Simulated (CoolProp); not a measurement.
Saturation properties of 1,2-dichloroethane.

Model: reference Helmholtz-energy equation of state, Thol 2015, in CoolProp.

| T (K) | p (bar) | liquid density (kg/m³) | enthalpy of vaporisation (kJ/kg) | liquid cp (kJ/(kg K)) | vapour Z |
|---|---|---|---|---|---|
| 380.7 | 2.039 | 1117 | 310.3 | 1.399 | 0.9504 |
| 387.3 | 2.428 | 1106 | 306.2 | 1.410 | 0.9438 |
| 393.9 | 2.872 | 1094 | 302.0 | 1.421 | 0.9365 |
| 400.5 | 3.376 | 1083 | 297.7 | 1.432 | 0.9287 |
| 407.1 | 3.944 | 1071 | 293.3 | 1.443 | 0.9203 |
| 413.8 | 4.594 | 1058 | 288.7 | 1.456 | 0.9111 |
| 420.4 | 5.309 | 1046 | 284.0 | 1.468 | 0.9014 |
| 427 | 6.106 | 1033 | 279.1 | 1.481 | 0.8910 |
| 433.6 | 6.990 | 1020 | 274.1 | 1.495 | 0.8800 |
| 440.2 | 7.967 | 1007 | 268.9 | 1.510 | 0.8683 |
| 446.9 | 9.061 | 993.1 | 263.4 | 1.526 | 0.8556 |
| 453.5 | 10.24 | 979.1 | 257.8 | 1.543 | 0.8423 |
| 460.1 | 11.54 | 964.8 | 251.9 | 1.562 | 0.8282 |

It boils at 356.6 K under 1 atm.
